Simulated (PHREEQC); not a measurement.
Solution (20 °C): 0.16 mol/kgw NH3, 0.00011 mol/kgw K2SO4 and 0.0096 mol/kgw KH2PO4. Closed to the air; pH follows from the charge balance.

Equilibrium calculation in PHREEQC: ion-association model, phreeqc.dat.

```
quantity                   before    after
------------------------  -------  -------
pH                          10.64    10.51
ionic strength (mol/kgw)   0.0304  0.00320
SO4-2 (mol/kgw)           9.98e-5  1.08e-5
NH4SO4- (mol/kgw)         6.93e-6  1.33e-7
```

**Question.** Which change was made?
A) K2SO4 from 0.00011 to 0.000165 mol/kgw
B) KH2PO4 replaced by KCl at the same molality
C) temperature from 20 to 85 °C
D) diluted 10-fold with water
E) K2SO4 from 0.00011 to 9.9e-05 mol/kgw

**Answer.** D, diluted 10-fold with water

This is a speciation only: nothing precipitates in the calculation.
